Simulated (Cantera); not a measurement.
Charge: 1 mol Si, 5.3 mol NF3, 0.21 mol H2, held at 1698.15 K and 0.170 bar.

Cantera equilibrium calculation (NASA polynomials, part measured and part estimated; ideal gas, pure solids and liquids). Kinetics and transport are ignored.

| species | before | after |
|---|---|---|
| F | 0.735 | 0.734 |
| N2 | 0.171 | 0.171 |
| SiF4 | 0.0645 | 0.0645 |
| F2 | 0.00258 | 0.00364 |
| HF | 0.0271 | 0.0271 |
Gas species are given as mole fractions.

Q: What was changed between the two runs?
(A) temperature from 1698.15 K to 1050 K
(B) temperature from 1698.15 K to 723.15 K
(C) temperature from 1698.15 K to 1500 K
(D) temperature from 1698.15 K to 1650 K

A: D, temperature from 1698.15 K to 1650 K
